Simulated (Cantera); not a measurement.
Feed: 1 mol Fe(CO)5, 54 mol H2, at 725 K and 10.0 mbar.

Method: chemical equilibrium by Gibbs-energy minimisation in Cantera with the NASA 1993 tables (ideal gas, pure condensed phases). Candidate condensed phases: C, C6H6, C7H8, C8H18, Fe, Fe(CO)5, FeO, Fe(OH)2, Fe(OH)3, Fe2O3, Fe3O4, H2O; 114 gas species. Condensed phases not in the tables: cementite and carbon dissolved in iron. Rates play no part.

Base state: H2 0.878, H2O 0.0452, CH4 0.0396, CO 0.0268, CO2 0.0104 (mole fractions); condensed: C(graphite) + Fe(α).

Question: What changes in the equilibrium state with this change: temperature from 725 K to 1050 K?

Answer: 
```csv
species,before,after
H2,0.878,0.915
CO,0.0268,0.0845
CH4,0.0396,0.000273
H2O,0.0452,0.000246
CO2,0.0104,2.68e-5
"C(graphite), mol",0.865,0
"Fe(α), mol",1.00,1.00
```

Question: What changes in the equilibrium state with this change: Fe(CO)5 replaced by HgO?

Answer: 
| species | before | after |
|---|---|---|
| H2 | 0.878 | 0.964 |
| Hg | 0 | 0.0182 |
| H2O | 0.0452 | 0.0182 |
| CH4 | 0.0396 | 0 |
| CO | 0.0268 | 0 |
| CO2 | 0.0104 | 0 |
| C(graphite), mol | 0.865 | 0 |
| Fe(α), mol | 1.00 | 0 |
Further candidate phases: Hg, HgO.

Question: What changes in the equilibrium state with this change: Fe(CO)5 replaced by Pb?

Answer: 
```csv
species,before,after
H2,0.878,1.00
H2O,0.0452,0
CH4,0.0396,0
CO,0.0268,0
CO2,0.0104,0
"C(graphite), mol",0.865,0
"Fe(α), mol",1.00,0
"Pb(l), mol",0,1.000
```
Further candidate phases: Pb.
